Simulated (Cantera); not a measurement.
Charge: 1 mol CS₂, 0.37 mol H₂O, at 2950 K and 91.0 bar.

Cantera equilibrium calculation (NASA polynomials, part measured and part estimated; ideal gas, pure solids and liquids). Candidate condensed phases: C, C₆H₆, C₇H₈, C₈H₁₈, H₂O, H₂SO₄, S; 123 gas species. The ideal-gas law is rough above about 30 bar. Kinetics and transport are ignored.

Base state: CS₂ 0.249, CO 0.203, S₂ 0.201, H₂ 0.125, CS 0.101, H₂S 0.0547, SH 0.0469, S 0.0102 (mole fractions); condensed: gas only.

**Question.** What changes in the equilibrium state with this change: H₂O from 0.37 to 8.3 mol?

**Answer.** 
| species | before | after |
|---|---|---|
| H₂O | 5.90e-5 | 0.519 |
| H₂ | 0.125 | 0.213 |
| CO | 0.203 | 0.0700 |
| CS₂ | 0.249 | 1.89e-6 |
| S₂ | 0.201 | 0.0228 |
| SO₂ | 5.95e-9 | 0.0533 |
| CS | 0.101 | 2.28e-6 |
| CO₂ | 1.31e-5 | 0.0234 |
| SO | 1.69e-5 | 0.0294 |
| S | 0.0102 | 0.00345 |
| SH | 0.0469 | 0.0206 |
| H₂S | 0.0547 | 0.0314 |
| C₂H₂ (acetylene) | 0.000932 | <1e-9 |
| O₂ | <1e-9 | 9.32e-5 |
| OH | 7.55e-7 | 0.00509 |
| CH₃ | 2.80e-5 | 4.18e-9 |
| O | 1.87e-8 | 9.62e-5 |

**Question.** What changes in the equilibrium state with this change: CS₂ replaced by NH₃?

**Answer.** 
```csv
species,before,after
H₂,0.125,0.624
N₂,0,0.210
H₂O,5.90e-5,0.154
CS₂,0.249,0
CO,0.203,0
S₂,0.201,0
CS,0.101,0
H₂S,0.0547,0
SH,0.0469,0
S,0.0102,0
H,0.00500,0.0112
COS,0.00376,0
C₂H₂ (acetylene),0.000932,0
NH₃,0,0.000145
NO,0,4.94e-5
CH₄,4.35e-5,0
```

**Question.** What changes in the equilibrium state with this change: CS₂ replaced by S?

**Answer.** 
| species | before | after |
|---|---|---|
| S₂ | 0.201 | 0.385 |
| H₂O | 5.90e-5 | 0.173 |
| H₂ | 0.125 | 0.123 |
| CS₂ | 0.249 | 0 |
| CO | 0.203 | 0 |
| CS | 0.101 | 0 |
| SO₂ | 5.95e-9 | 0.0724 |
| S₂O | 2.97e-6 | 0.0168 |
| SO | 1.69e-5 | 0.0695 |
| S | 0.0102 | 0.0142 |
| SH | 0.0469 | 0.0644 |
| H₂S | 0.0547 | 0.0747 |
| COS | 0.00376 | 0 |
| C₂H₂ (acetylene) | 0.000932 | 0 |
| CH₄ | 4.35e-5 | 0 |
| O₂ | <1e-9 | 3.09e-5 |
